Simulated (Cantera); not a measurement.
A perfectly stirred reactor is fed with C2H6 : N2 = 1 : 4.5 (molar parts), at 0.430 bar; it is held at 1050 K, and followed from long to short residence time.

Detailed kinetics in Cantera: GRI-Mech 3.0 (53 species, 325 reactions). GRI-Mech 3.0 stops at C3 and has no aromatics, soot or wall deposition, so with more carbon than oxygen in the feed, carbon stays in small species such as C2H2 where larger ones or solid carbon would form.

Q: What does this change do: pressure from 0.430 bar to 0.668 Torr?

A: 
| quantity | before | after |
|---|---|---|
| x(C2H6) at τ = 18.0 s | 0.0169 | 0.107 |
| x(HCN) at τ = 18.0 s | <1e-12 | 1.23e-12 |
| x(C2H) at τ = 18.0 s | <1e-12 | 2.27e-12 |
| x(H) at τ = 18.0 s | 1.20e-7 | 1.82e-6 |
| x(CH2) at τ = 18.0 s | <1e-12 | 2.81e-10 |
| x(C2H6) at τ = 91.0 ms | 0.161 | 0.182 |
| x(HCN) at τ = 91.0 ms | <1e-12 | <1e-12 |
| x(C2H) at τ = 91.0 ms | <1e-12 | <1e-12 |
| x(H) at τ = 91.0 ms | 1.42e-7 | 7.68e-8 |
| x(CH2) at τ = 91.0 ms | <1e-12 | 1.96e-12 |
Radical loss at walls, strong at low pressure, is not modelled.

Q: What does this change do: temperature 1050 to 1975 K?

A: 
```tsv
quantity	before	after
x(C2H6) at τ = 18.0 s	0.0169	5.87e-8
x(HCN) at τ = 18.0 s	<1e-12	0.00297
x(C2H) at τ = 18.0 s	<1e-12	9.21e-6
x(H) at τ = 18.0 s	1.20e-7	0.00108
x(CH2) at τ = 18.0 s	<1e-12	2.76e-7
x(C2H6) at τ = 91.0 ms	0.161	9.75e-6
x(HCN) at τ = 91.0 ms	<1e-12	0.000209
x(C2H) at τ = 91.0 ms	<1e-12	1.02e-5
x(H) at τ = 91.0 ms	1.42e-7	0.00118
x(CH2) at τ = 91.0 ms	<1e-12	3.25e-6
```

Q: What does this change do: temperature 1050 to 1750 K?

A: 
```csv
quantity,before,after
x(C2H6) at τ = 18.0 s,0.0169,5.97e-7
x(HCN) at τ = 18.0 s,<1e-12,3.92e-5
x(C2H) at τ = 18.0 s,<1e-12,6.57e-7
x(H) at τ = 18.0 s,1.20e-7,0.000186
x(CH2) at τ = 18.0 s,<1e-12,3.76e-8
x(C2H6) at τ = 91.0 ms,0.161,7.76e-5
x(HCN) at τ = 91.0 ms,<1e-12,4.26e-6
x(C2H) at τ = 91.0 ms,<1e-12,9.76e-7
x(H) at τ = 91.0 ms,1.42e-7,0.000265
x(CH2) at τ = 91.0 ms,<1e-12,5.74e-7
```
